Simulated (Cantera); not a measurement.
A closed system holds: 1 mol SiCl4, a varied amount of H2O, at 1448.15 K and 360 Pa.

Method: chemical equilibrium by Gibbs-energy minimisation in Cantera with the NASA 1993 tables (ideal gas, pure condensed phases). Candidate condensed phases: H2O, Si, SiO2; 30 gas species. The tables hold silica as quartz up to 1696 K and as liquid above; real silica turns to tridymite and cristobalite and melts near 1996 K. The numbers say what is thermodynamically allowed, not how fast it happens.

Task: At 3.5 mol H2O, list the 5 most abundant gas species with their mole fractions, and the condensed phases.

Result: HCl 0.724, H2O 0.272, Cl 0.00251, H2 0.00130, OH 2.77e-5. Condensed: SiO2(β-quartz).
